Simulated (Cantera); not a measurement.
Charge: 1 mol n-butane, 0.5 mol O2, held at 650 °C and 75.0 Torr.

Method: chemical equilibrium by Gibbs-energy minimisation in Cantera with the NASA 1993 tables (ideal gas, pure condensed phases). Candidate condensed phases: C, C6H6, C7H8, C8H18, H2O; 110 gas species. Equilibrium is a limit: real reactors are often held back by kinetics, nucleation or transport.

Question: What is the equilibrium state?

Answer: 
```json
{
 "x(H2)": "0.818",
 "x(CO)": "0.143",
 "x(H2O)": "0.0180",
 "x(CH4)": "0.0155",
 "x(CO2)": "0.00639",
 "n(C(graphite))": "3.05 mol",
 "gas_amount": "5.770 mol"
}
```
